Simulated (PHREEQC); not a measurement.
Consider water at 30 °C and 10 atm with 7.9 mmol/kgw CaSO4, 48 mmol/kgw Na2SO4 and 0.97 mmol/kgw MgSO4. Closed to the air; pH follows from the charge balance.

Computed with PHREEQC (ion-association model, phreeqc.dat).

The ionic strength comes out as 0.149 mol/kgw and the specific conductance comes out as 9900 µS/cm. The density is 1.003 g/cm³.

```json
[
 {"species": "Na+", "molality": "0.0892", "activity": "0.0679", "log γ": "-0.118"},
 {"species": "SO4-2", "molality": "0.0457", "activity": "0.0148", "log γ": "-0.491"},
 {"species": "NaSO4-", "molality": "0.00680", "activity": "0.00518", "log γ": "-0.118"},
 {"species": "Ca+2", "molality": "0.00414", "activity": "0.00143", "log γ": "-0.461"},
 {"species": "CaSO4", "molality": "0.00376", "activity": "0.00389", "log γ": "0.015"},
 {"species": "MgSO4", "molality": "0.000563", "activity": "0.000582", "log γ": "0.015"},
 {"species": "Mg+2", "molality": "0.000407", "activity": "0.000149", "log γ": "-0.437"},
 {"species": "OH-", "molality": "2.53e-7", "activity": "1.84e-7", "log γ": "-0.137"},
 {"species": "HSO4-", "molality": "1.68e-7", "activity": "1.27e-7", "log γ": "-0.120"},
 {"species": "H+", "molality": "9.91e-8", "activity": "8.01e-8", "log γ": "-0.093"},
 {"species": "MgOH+", "molality": "1.34e-8", "activity": "1.05e-8", "log γ": "-0.109"},
 {"species": "CaOH+", "molality": "3.91e-9", "activity": "2.96e-9", "log γ": "-0.120"},
 {"species": "CaHSO4+", "molality": "2.92e-9", "activity": "2.21e-9", "log γ": "-0.120"}
]
```

Precipitation was switched off in this run.
